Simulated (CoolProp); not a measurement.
Properties of hexamethyldisiloxane (MM) along the isotherm 346.85 °C (Tc = 245.6 °C, pc = 1931 kPa, ω = 0.418).

Model: reference Helmholtz-energy equation of state, Thol 2016, in CoolProp.

| p (kPa) | phase | density (kg/m³) | cp (kJ/(kg K)) | Joule-Thomson coefficient (K/MPa) | isothermal compressibility (1/MPa) |
|---|---|---|---|---|---|
| 107 | gas | 3.406 | 2.272 | 5.307 | 9.444 |
| 215 | gas | 6.916 | 2.277 | 5.375 | 4.751 |
| 322 | gas | (withheld) | 2.281 | (withheld) | 3.207 |
| 429 | gas | (withheld) | 2.286 | 5.510 | 2.434 |
| 536 | gas | 17.82 | (withheld) | 5.577 | 1.970 |
| 644 | gas | 21.65 | 2.298 | 5.645 | 1.659 |
| 751 | gas | 25.54 | (withheld) | 5.711 | (withheld) |
| 858 | gas | 29.51 | 2.310 | 5.775 | 1.274 |
| 966 | gas | 33.62 | (withheld) | 5.839 | (withheld) |

Question: Some entries are withheld; supply them.

Answer: 
- 322, density (kg/m³): 10.47
- 322, Joule-Thomson coefficient (K/MPa): 5.443
- 429, density (kg/m³): 14.10
- 536, cp (kJ/(kg K)): 2.292
- 751, cp (kJ/(kg K)): 2.303
- 751, isothermal compressibility (1/MPa): 1.439
- 966, cp (kJ/(kg K)): 2.317
- 966, isothermal compressibility (1/MPa): 1.145
